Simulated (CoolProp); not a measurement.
Sulfur hexafluoride along the isotherm 277.9 K: fugacity coefficient from the reference equation and from simpler models built on Tc = 318.7 K, pc = 3.755 MPa, ω = 0.210; each cubic takes its own stable root.

Values from CoolProp's reference Helmholtz-energy equation of state, Guder 2009.

```
p (MPa)   phase  reference  van der Waals  Redlich-Kwong  Soave-Redlich-Kwong  Peng-Robinson
-------  ------  ---------  -------------  -------------  -------------------  -------------
0.782       gas     0.8917         0.9145         0.8965               0.8920         0.8840
1.56     liquid     0.7359         0.8288         0.7942               0.7484         0.7298
2.35     liquid     0.5047         0.7000         0.5683               0.5149         0.5000
3.13     liquid     0.3912         0.5524         0.4424               0.4003         0.3871
3.91     liquid     0.3232         0.4641         0.3669               0.3316         0.3195
4.69     liquid     0.2781         0.4057         0.3168               0.2860         0.2744
5.48     liquid     0.2456         0.3639         0.2808               0.2532         0.2420
6.26     liquid     0.2218         0.3335         0.2543               0.2291         0.2182
7.04     liquid     0.2034         0.3102         0.2338               0.2105         0.1997
7.82     liquid     0.1888         0.2920         0.2176               0.1957         0.1850
8.61     liquid     0.1769         0.2774         0.2044               0.1837         0.1730
9.39     liquid     0.1672         0.2657         0.1936               0.1739         0.1632
```

At some of these states van der Waals, Redlich-Kwong gives the other phase, because its saturation line lies elsewhere.
